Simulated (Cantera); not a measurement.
**Equilibrium for chlorosilane synthesis and conversion: SiCl4 + HCl + H2**

Feed: 1 mol SiCl4, 0.79 mol HCl, 15 mol H2, held at 0.100 bar.

These are equilibrium values from Cantera (NASA tables, ideal gas, pure condensed phases), not measurements of a reactor. Candidate condensed phases: Si; 19 gas species. The tables' values for SiCl3, SiCl are old estimates; treat these amounts as uncertain. Gases not in the tables: Si2H6 and higher silanes. Equilibrium is a limit: real reactors are often held back by kinetics, nucleation or transport.

| T (K) | x H2 | x HCl | x SiCl4 | x SiCl2 | x SiHCl3 |
|---|---|---|---|---|---|
| 573 | 0.893 | 0.0471 | 0.0595 | <1e-12 | 1.59e-5 |
| 773 | 0.893 | 0.0477 | 0.0589 | 2.05e-9 | 0.000693 |
| 973 | 0.888 | 0.0525 | 0.0541 | 2.34e-5 | 0.00514 |
| 1173 | 0.869 | 0.0720 | 0.0389 | 0.00464 | 0.0109 |
| 1373 | 0.818 | 0.125 | 0.0108 | 0.0329 | 0.00449 |
| 1573 | 0.793 | 0.151 | 0.000961 | 0.0504 | 0.000671 |
| 1773 | 0.788 | 0.155 | 9.10e-5 | 0.0542 | 0.000109 |
x: gas mole fraction; nothing condenses.

From 573 K to 1773 K nothing is condensed. The main Si-bearing gas is SiCl4 at 573 K and SiCl2 at 1773 K.
